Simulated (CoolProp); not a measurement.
Saturation properties of R123 (Tc = 456.8 K, pc = 36.62 bar, ω = 0.282).

Model: reference Helmholtz-energy equation of state, Younglove 1994, in CoolProp. It is a modified Benedict-Webb-Rubin equation, recast in Helmholtz form.

```
T (K)  p (bar)  liquid density (kg/m³)  vapour density (kg/m³)  enthalpy of vaporisation (kJ/kg)  vapour viscosity (µPa s)  liquid conductivity (mW/(m K))
-----  -------  ----------------------  ----------------------  --------------------------------  ------------------------  ------------------------------
231.7  0.03243                    1623                  0.2583                             197.2                (withheld)                      (withheld)
257     0.1476                    1565                   1.068                             187.6                      9.23                            88.6
282.2   0.4859              (withheld)                   3.250                        (withheld)                      10.2                            81.0
307.5    1.276                    1440                   8.042                             167.4                      11.1                      (withheld)
332.7    2.822                    1371                   17.10                             155.9                      11.9                      (withheld)
358      5.515                    1296                   32.88                             142.9                      12.8                            61.5
383.2    9.771                    1212                   58.98                        (withheld)                      13.8                            56.0
408.5    16.12                    1110                   102.7                             108.2                (withheld)                            50.6
```

### Question
Complete the blanks.

### Answer

- 231.7, vapour viscosity (µPa s): 8.25
- 231.7, liquid conductivity (mW/(m K)): 96.5
- 282.2, liquid density (kg/m³): 1504
- 282.2, enthalpy of vaporisation (kJ/kg): 177.9
- 307.5, liquid conductivity (mW/(m K)): 73.9
- 332.7, liquid conductivity (mW/(m K)): 67.4
- 383.2, enthalpy of vaporisation (kJ/kg): 127.5
- 408.5, vapour viscosity (µPa s): 15.3

It boils at 301.0 K under 1 atm.

Viscosity comes from a separate model (Tanaka 1996). Thermal conductivity comes from a separate model (Laesecke 1996).
